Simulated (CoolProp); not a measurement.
A single-stage vapour-compression cycle with R236FA: evaporating at 298.15 K (dew point), condensing at 330.15 K (bubble point), superheat 10 K, subcooling 8 K, compressor efficiency 0.7, no pressure losses. Each further row changes one setting.

The numbers come from the reference Helmholtz-energy equation of state, Pan 2012 in CoolProp.

| case | cooling COP | pressure ratio | discharge temperature (K) | refrigerating effect (kJ/kg) | volumetric capacity (kJ/m³) |
|---|---|---|---|---|---|
| as stated | 5.91 | 2.59 | 339.3 | 124 | 2170 |
| evaporating temperature 303.15 K | 7.31 | 2.20 | 339.3 | 127 | … |
| condensing temperature 325.15 K | 7.23 | 2.26 | 334.7 | 130 | 2290 |
| subcooling 13 K | 6.22 | 2.59 | 339.3 | 130 | 2290 |
| superheat 20 K | 6.05 | 2.59 | 349.2 | … | 2230 |
| compressor efficiency 0.6 | … | 2.59 | 342.8 | 124 | 2170 |

Problem. Fill in the missing entries.

Solution. 
- evaporating temperature 303.15 K, volumetric capacity (kJ/m³): 2620
- superheat 20 K, refrigerating effect (kJ/kg): 133
- compressor efficiency 0.6, cooling COP: 5.07
